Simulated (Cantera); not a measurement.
Charge: 1 mol Ta2O5, 0.54 mol C, 3.5 mol H2, at 101000 Pa.

These are equilibrium values from Cantera (NASA tables, ideal gas, pure condensed phases), not measurements of a reactor. Candidate condensed phases: C, C6H6, C7H8, C8H18, H2O, Ta, TaC, Ta2O5; 113 gas species. Mutual solubility and eutectic melting of coexisting phases are not modelled. Condensed phases not in the tables: Ta2C, N, O or C dissolved in the metal. Equilibrium is a limit: real reactors are often held back by kinetics, nucleation or transport.

Question: At 2425 K, list the 5 most abundant gas species with their mole fractions, and the condensed phases.

Answer: H2 0.845, CO 0.132, H 0.0163, H2O 0.00560, TaO2 0.000277. Condensed: Ta(s) + Ta2O5(l).
